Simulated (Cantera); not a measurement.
# Hydrogen reduction and annealing atmospheres: ZrO2 + H2

A closed system holds: 1 mol ZrO2, 4.3 mol H2, at 1 atm.

Equilibrium computed with Cantera from the NASA thermochemical tables; the gas is ideal and each condensed phase is pure. Candidate condensed phases: H2O, Zr, ZrO2; 12 gas species. Kinetics and transport are ignored.

```csv
T (°C),x H2,x H,x H2O,x ZrO,x Zr,x OH,n ZrO2(monoclinic),n ZrO2(tetragonal)
1027,1.000,1.10e-6,8.44e-11,<1e-12,<1e-12,<1e-12,1.00,0
1127,1.000,4.83e-6,5.95e-10,<1e-12,<1e-12,<1e-12,1.00,0
1227,1.000,1.75e-5,3.20e-9,<1e-12,<1e-12,<1e-12,0,1.00
1327,1.000,5.40e-5,1.38e-8,4.86e-12,<1e-12,<1e-12,0,1.00
1427,1.000,0.000146,4.96e-8,7.46e-11,4.05e-12,<1e-12,0,1.00
1527,1.000,0.000356,1.55e-7,8.41e-10,4.33e-11,3.64e-12,0,1.00
1627,0.999,0.000788,4.28e-7,7.32e-9,3.60e-10,2.77e-11,0,1.000
1727,0.998,0.00161,1.07e-6,5.11e-8,2.42e-9,1.72e-10,0,1.000
1827,0.997,0.00309,2.43e-6,2.95e-7,1.36e-8,8.98e-10,0,1.000
1927,0.994,0.00558,5.25e-6,1.42e-6,6.22e-8,4.11e-9,0,1.000
```
x: gas mole fraction; n: condensed amount in mol.

From 1027 °C to 1127 °C the condensed part is ZrO2(monoclinic). From 1227 °C to 1927 °C the condensed part is ZrO2(tetragonal).
